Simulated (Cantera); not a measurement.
An adiabatic, constant-pressure homogeneous reactor starts with CO : H2 : CH4 : O2 : N2 = 1 : 0.57 : 1.3 : 7.52 : 82.7 (molar parts), equivalence ratio 0.45, at 1025 K and 0.651 atm. Integrator tolerance rtol = 1e-08.

Model: GRI-Mech 3.0 (53 species, 325 reactions), integrated in Cantera.

Q: What does this change do: CH4 1.3 to 0.51 parts?

A: 
```json
[
 {"quantity": "time of steepest temperature rise", "before": "34.7 ms", "after": "9.27 ms"},
 {"quantity": "temperature at 9.00 s", "before": "1480 K", "after": "1291 K"},
 {"quantity": "equilibrium temperature", "before": "1478 K", "after": "1291 K"},
 {"quantity": "x(CO) at 9.00 s", "before": "5.25e-7 (gas-phase equilibrium 5.15e-7)", "after": "1.05e-8 (gas-phase equilibrium 1.04e-8)"},
 {"quantity": "x(H2) at 9.00 s", "before": "2.89e-7 (gas-phase equilibrium 2.84e-7)", "after": "6.39e-9 (gas-phase equilibrium 6.33e-9)"},
 {"quantity": "x(CH4) at 9.00 s", "before": "<1e-12 (gas-phase equilibrium <1e-12)", "after": "<1e-12 (gas-phase equilibrium <1e-12)"},
 {"quantity": "x(CH2) at 9.00 s", "before": "<1e-12 (gas-phase equilibrium <1e-12)", "after": "<1e-12 (gas-phase equilibrium <1e-12)"},
 {"quantity": "x(CH3) at 9.00 s", "before": "<1e-12 (gas-phase equilibrium <1e-12)", "after": "<1e-12 (gas-phase equilibrium <1e-12)"},
 {"quantity": "x(CH2CO) at 9.00 s", "before": "<1e-12 (gas-phase equilibrium <1e-12)", "after": "<1e-12 (gas-phase equilibrium <1e-12)"}
]
```
